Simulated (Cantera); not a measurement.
Input: 1 mol Fe₃O₄, 3.2 mol C, 1.2 mol N₂, at 1752 °C and 2.80 bar.

These are equilibrium values from Cantera (NASA tables, ideal gas, pure condensed phases), not measurements of a reactor. Candidate condensed phases: C, Fe, Fe(CO)₅, FeO, Fe₂O₃, Fe₃O₄; 27 gas species. Each liquid is taken as pure. Mutual solubility and eutectic melting of coexisting phases are not modelled. The tables' stoichiometric FeO is somewhat more stable than real wüstite, so its field is too wide. FeO: taken at fixed stoichiometry. Rates play no part.

Base state: CO 0.661, N₂ 0.273, CO₂ 0.0666, Fe 0.000172 (mole fractions); condensed: Fe(l) + FeO(l).

**Question.** What changes in the equilibrium state with this change: temperature from 1752 °C to 1302 °C?

**Answer.** 
| species | before | after |
|---|---|---|
| CO | 0.661 | 0.630 |
| N₂ | 0.273 | 0.273 |
| CO₂ | 0.0666 | 0.0974 |
| Fe | 0.000172 | 2.44e-7 |
| Fe(l), mol | 2.49 | 0 |
| FeO(l), mol | 0.507 | 0 |
| Fe(γ), mol | 0 | 2.63 |
| FeO(s), mol | 0 | 0.372 |

**Question.** What changes in the equilibrium state with this change: C from 3.2 to 4.8 mol?

**Answer.** 
```
species             before     after
----------------  --------  --------
CO                   0.661     0.769
N₂                   0.273     0.231
Fe                0.000172  0.000172
CO₂                 0.0666   3.76e-5
Fe(l), mol            2.49      3.00
FeO(l), mol          0.507         0
C(graphite), mol         0     0.800
```
Iron dissolves carbon and melts from about 1420 K in contact with it, which pure phases cannot show. Condensed phases not in the tables: cementite and carbon dissolved in iron.

**Question.** What changes in the equilibrium state with this change: pressure from 2.80 bar to 13.3 mbar?

**Answer.** 
```csv
species,before,after
CO,0.661,0.637
N₂,0.273,0.263
CO₂,0.0666,0.0642
Fe,0.000172,0.0361
FeO,1.71e-6,0.000360
NO,1.03e-6,1.47e-5
"Fe(l), mol",2.49,2.33
"FeO(l), mol",0.507,0.505
```
